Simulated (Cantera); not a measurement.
# SiO₂ + CH₄ + N₂ (carbothermic reduction)

A closed system holds: 1 mol SiO₂, 1.1 mol CH₄, 0.9 mol N₂, equilibrated at 1598.15 K and 293 Torr.

These are equilibrium values from Cantera (NASA tables, ideal gas, pure condensed phases), not measurements of a reactor. Candidate condensed phases: C, C₆H₆, C₇H₈, C₈H₁₈, H₂O, Si, SiC, SiO₂, Si₂N₂O, Si₃N₄; 151 gas species. Mutual solubility and eutectic melting of coexisting phases are not modelled. The tables hold silica as quartz up to 1696 K and as liquid above; real silica turns to tridymite and cristobalite and melts near 1996 K. Rates play no part.

```
Property                                    Value
--------------------------------------  ---------
x(H₂)                                       0.573
x(CO)                                       0.287
x(N₂)                                       0.139
x(H₂O)                                   0.000203
x(SiO)                                   0.000177
x(HCN)                                   0.000160
x(H)                                      6.46e-5
x(CH₄)                                    5.89e-5
x(CO₂)                                    3.39e-5
n(SiO₂(β-quartz))                       0.266 mol
n(Si₂N₂O(s))                            0.366 mol
gas amount                              3.833 mol
log10 activity of C(graphite) (absent)      -0.55
log10 activity of Si(s) (absent)            -3.20
```
